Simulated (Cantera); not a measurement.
An adiabatic, constant-pressure homogeneous reactor starts with CH4 : CO : O2 : N2 = 1 : 0.035 : 4.48 : 16.9 (molar parts), at 1625 K and 0.260 bar.

Cantera simulation using GRI-Mech 3.0 (53 species, 325 reactions); the numbers are that mechanism's predictions, not measurements.

**Question.** Predict: time of steepest temperature rise; temperature at 0.100 s; equilibrium temperature; x(CO) at 0.100 s; x(O2) at 0.100 s; x(NO) at 0.100 s.

**Answer.** 
| Item | Value |
|---|---|
| time of steepest temperature rise | 1.12 ms |
| temperature at 0.100 s | 2398 K |
| equilibrium temperature | 2395 K |
| x(CO) at 0.100 s | 0.00525 (gas-phase equilibrium 0.00520) |
| x(O2) at 0.100 s | 0.102 (gas-phase equilibrium 0.101) |
| x(NO) at 0.100 s | 0.0106 (gas-phase equilibrium 0.0128) |
